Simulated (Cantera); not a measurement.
Input: 1 mol CuO, 2.4 mol C, 0.31 mol N2, at 233 Torr.

These are equilibrium values from Cantera (NASA tables, ideal gas, pure condensed phases), not measurements of a reactor. Candidate condensed phases: C, Cu, CuO, Cu2O; 27 gas species. The numbers say what is thermodynamically allowed, not how fast it happens.

Question: What share of the Cu ends up in condensed phases as a function of T (K), at 1325, 1475, 1625, 1775, 1925, 2075, 2225, 2375?

Answer: 
```
T (K)  Cu condensed (%)     as
-----  ----------------  -----
1325              100.0  Cu(s)
1475              100.0  Cu(l)
1625              100.0  Cu(l)
1775               99.8  Cu(l)
1925               99.1  Cu(l)
2075               96.3  Cu(l)
2225               86.8  Cu(l)
2375               53.5  Cu(l)
```
